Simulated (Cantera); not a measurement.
Input (Python, Cantera) and output of one run.

```python
import numpy as np
import cantera as ct

gas_names = """
    H H2 H2S Pb PbS Pb2 S SH S2 S8
""".split()
cond_names = """
    Pb(cr) Pb(L) PbS(s) PbS(L) S(cr1) S(cr2) S(L)
""".split()


def load(file, names, dense=False):
    # The tables refer to 1 bar. Condensed volumes are neglected.
    table = {s.name: s for s in ct.Species.list_from_file(file)}
    out = []
    for n in names:
        d = dict(table[n].input_data)
        d["thermo"] = dict(d["thermo"], **{"reference-pressure": 1e5})
        if dense:
            d["equation-of-state"] = {"model": "constant-volume", "density": "1e6 g/cm^3"}
        out.append(ct.Species.from_dict(d))
    return out


gas = ct.Solution(thermo="ideal-gas", species=load("nasa_gas.yaml", gas_names))
cond = {s.name: ct.Solution(thermo="fixed-stoichiometry", species=[s], name=s.name)
        for s in load("nasa_condensed.yaml", cond_names, dense=True)}
atoms = {
    'PbS': {'Pb': 1, 'S': 1},
    'H2': {'H': 2},
}
top_T = {}  # K; cautious upper limits of use, not melting points


def equilibrate(T, P, feed):
    n = {}
    for name, mol in feed.items():
        for a, k in atoms[name].items():
            n[a] = n.get(a, 0.0) + k * mol
    gas.TPX = T, P, n
    mass = sum(n.values()) * gas.mean_molecular_weight
    gas.equilibrate("TP")
    valid = [c for c in cond.values() if c.min_temp <= T <= top_T.get(c.name, c.max_temp)]
    mix = ct.Mixture([(gas, mass / gas.mean_molecular_weight)] + [(c, 0.0) for c in valid])
    mix.T, mix.P = T, P
    mix.equilibrate("TP", solver="vcs", rtol=1e-11, max_steps=5000)
    return mix


results = []
feed = {'PbS': 1, 'H2': 6.6}  # mol
T = 2148  # K
P = 68  # Pa
mix = equilibrate(T, P, feed)
results.append((T, P, feed, dict(zip(mix.species_names, mix.species_moles))))
x = sorted(zip(gas.X, gas.species_names), reverse=True)
print(f"T = {T:g} K  P = {P:g} Pa  gas = {mix.phase_moles(0):.4g} mol")
print("   x: " + "  ".join(f"{s} {v:.3e}" for v, s in x if v > 0.001))
print("   condensed (mol): " + ("  ".join(f"{mix.phase(i).name} {mix.phase_moles(i):.4g}"
      for i in range(1, mix.n_phases) if mix.phase_moles(i) > 1e-12) or "none"))
```

It prints:

```
T = 2148 K  P = 68 Pa  gas = 8.864 mol
   x: H2 6.718e-01  H 1.310e-01  Pb 1.085e-01  S 4.674e-02  S2 2.413e-02  SH 1.236e-02  PbS 4.360e-03  H2S 1.104e-03
   condensed (mol): none
```

Cantera equilibrium calculation (NASA polynomials, part measured and part estimated; ideal gas, pure solids and liquids).
